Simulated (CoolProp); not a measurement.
Values from CoolProp's reference Helmholtz-energy equation of state, Thol 2019.

Task: For tetradecamethylhexasiloxane (MD4M), give the phase and the isothermal compressibility (1/MPa), fugacity coefficient at 398.7 K and 987 kPa.

Result: 
- 398.7 K and 987 kPa: liquid; isothermal compressibility 0.00317, fugacity coefficient 0.00146
